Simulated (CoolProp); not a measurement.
Ethylene at 190.87 K and 0.586 MPa is throttled through a valve to 0.138 MPa with no heat exchange. Each further row changes one setting.

Computed with CoolProp (reference Helmholtz-energy equation of state, Smukala 2000).

```csv
case,temperature change (K),final phase,final density (kg/m³)
as stated,___,___,___
outlet pressure 0.0414 MPa,___,"two-phase, vapour fraction 0.172",5.27
outlet pressure 0.179 MPa,___,___,___
```

**Question.** Some entries are withheld; supply them.

**Answer.** 
- as stated, temperature change (K): -16.1
- as stated, final phase: two-phase, vapour fraction 0.084
- as stated, final density (kg/m³): 31.5
- outlet pressure 0.0414 MPa, temperature change (K): -35.3
- outlet pressure 0.179 MPa, temperature change (K): -11.2
- outlet pressure 0.179 MPa, final phase: two-phase, vapour fraction 0.060
- outlet pressure 0.179 MPa, final density (kg/m³): 53.9
